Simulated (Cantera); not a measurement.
## Ammonia decomposition in nitride growth gas

A perfectly stirred reactor is fed with NH₃ : N₂ = 1 : 2.4 (molar parts), at 100.0 Torr; it is held at 2000 K, and followed from long to short residence time.

Computed with Cantera and the gas-phase N/H chemistry of the illustrative SiF4/NH3 mechanism in the Surface Chemkin manual (1991). Walls and surfaces, which speed up NH3 decomposition in real reactors, are not modelled.

| τ (s) | x NH₃ | x H | x NH₂ | x H₂ | x N₂ |
|---|---|---|---|---|---|
| 2.6 | 0.0245 | 0.000500 | 0.000114 | 0.312 | 0.663 |
| 0.92 | 0.0584 | 0.000335 | 0.000208 | 0.273 | 0.668 |
| 0.32 | 0.119 | 0.000202 | 0.000343 | 0.203 | 0.678 |
| 0.11 | 0.193 | 0.000103 | 0.000491 | 0.117 | 0.690 |
| 0.038 | 0.249 | 4.57e-5 | 0.000618 | 0.0520 | 0.699 |
| 0.013 | 0.277 | 1.82e-5 | 0.000714 | 0.0192 | 0.703 |
| 0.0045 | 0.288 | 6.73e-6 | 0.000740 | 0.00624 | 0.705 |
| 0.0016 | 0.292 | 2.32e-6 | 0.000644 | 0.00174 | 0.705 |
| 0.00054 | 0.294 | 7.96e-7 | 0.000384 | 0.000346 | 0.706 |
| 0.00019 | 0.294 | 4.98e-7 | 0.000154 | 8.46e-5 | 0.706 |
x: mole fraction; the columns are a selection and need not sum to one.
